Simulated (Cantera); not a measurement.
**Ignition delay**

Mixture: H2 : O2 : N2 = 1 : 0.714 : 3.14 (molar parts), at 6.00 bar, adiabatic and at constant pressure. Ignition delay is the time to a rise of 400 K.

Detailed kinetics in Cantera: the H2/O2 subset of GRI-Mech 3.0, which has no nitrogen chemistry. The hydrogen kinetics of GRI-Mech 3.0 are dated; newer H2 mechanisms differ, most at raised pressure. Where the delays flatten at high temperature, the 400 K rule measures the pace of heat release, not the induction time.

```csv
T0 (K),delay (ms)
973,26.9
1073,1.85
1173,0.0336
1273,0.00816
1373,0.00449
1473,0.00302
1573,0.00228
1673,0.00186
1773,0.00162
```
